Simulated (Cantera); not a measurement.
An isothermal, constant-pressure homogeneous reactor starts with CH4 : O2 : N2 = 0.017 : 0.008 : 1 (molar parts), equivalence ratio 4.2, at 1400 K and 0.730 atm.

Cantera simulation using GRI-Mech 3.0 (53 species, 325 reactions); the numbers are that mechanism's predictions, not measurements.

Task: Predict: x(CH4) at 200 s; x(CO) at 200 s; x(OH) at 200 s.

Result: 
* **x(CH4) at 200 s**: 0.00108 (gas-phase equilibrium 2.37e-5)
* **x(CO) at 200 s**: 0.00709 (gas-phase equilibrium 0.0152)
* **x(OH) at 200 s**: 4.97e-9 (gas-phase equilibrium <1e-12)
